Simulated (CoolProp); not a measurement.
Properties of propylene along the isobar 101 kPa (Tc = 91.1 °C, pc = 4555 kPa, ω = 0.146).

Values from CoolProp's reference Helmholtz-energy equation of state, Lemmon 2013.

```csv
T (°C),phase,cv (kJ/(kg K)),Prandtl number
20.05,gas,1.323,___
53.05,gas,1.442,0.770
86.05,gas,1.565,___
119.15,gas,1.687,___
152.15,gas,___,___
185.25,gas,___,0.755
218.25,gas,___,___
251.25,gas,2.143,0.746
284.35,gas,2.245,0.741
```

**Question.** Complete the blanks.

**Answer.** 
- 20.05, Prandtl number: 0.776
- 86.05, Prandtl number: 0.766
- 119.15, Prandtl number: 0.762
- 152.15, cv (kJ/(kg K)): 1.807
- 152.15, Prandtl number: 0.759
- 185.25, cv (kJ/(kg K)): 1.924
- 218.25, cv (kJ/(kg K)): 2.036
- 218.25, Prandtl number: 0.750

Viscosity comes from a separate model (Huber 2003), an estimate that may be off by 10 % or more. Thermal conductivity comes from a separate model (Huber 2003), an estimate that may be off by 10 % or more.
